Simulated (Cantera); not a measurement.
A perfectly stirred reactor is fed with 1.78 % CH4, 0.766 % C2H6, 1.78 % C3H8, 18.5 % O2, 69.5 % N2, 7.66 % CO2, equivalence ratio 0.82, at 270000 Pa; it is adiabatic with a 750 K inlet, and is followed from long to short residence time, starting on the burning branch (τ in s: 0.026, 0.014, 0.0074, 0.004, 0.0021, 0.0011, 0.00061, 0.00033, 0.00018, 9.5e-05).

Cantera simulation using GRI-Mech 3.0 (53 species, 325 reactions); the numbers are that mechanism's predictions, not measurements. GRI-Mech 3.0 was tuned for natural gas; its chemistry of propane as a main component is partial and can be far from experiment.

Q: Predict: blow-out, bracketed by the residence times tried; x(CH4) at τ = 26.0 ms; x(C2H6) at τ = 26.0 ms; x(C3H8) at τ = 26.0 ms; x(C2H) at τ = 26.0 ms; x(CH2CO) at τ = 26.0 ms; x(CH4) at τ = 1.10 ms; x(C2H6) at τ = 1.10 ms; x(C3H8) at τ = 1.10 ms; x(C2H) at τ = 1.10 ms; x(CH2CO) at τ = 1.10 ms.

A: 
| Property | Value |
|---|---|
| blow-out, bracketed by the residence times tried | burning at 95.0 µs, the shortest tried |
| x(CH4) at τ = 26.0 ms | 1.34e-6 |
| x(C2H6) at τ = 26.0 ms | 6.93e-8 |
| x(C3H8) at τ = 26.0 ms | 1.82e-7 |
| x(C2H) at τ = 26.0 ms | 6.56e-9 |
| x(CH2CO) at τ = 26.0 ms | 2.77e-7 |
| x(CH4) at τ = 1.10 ms | 1.44e-5 |
| x(C2H6) at τ = 1.10 ms | 1.24e-6 |
| x(C3H8) at τ = 1.10 ms | 2.85e-6 |
| x(C2H) at τ = 1.10 ms | 5.34e-8 |
| x(CH2CO) at τ = 1.10 ms | 5.34e-6 |
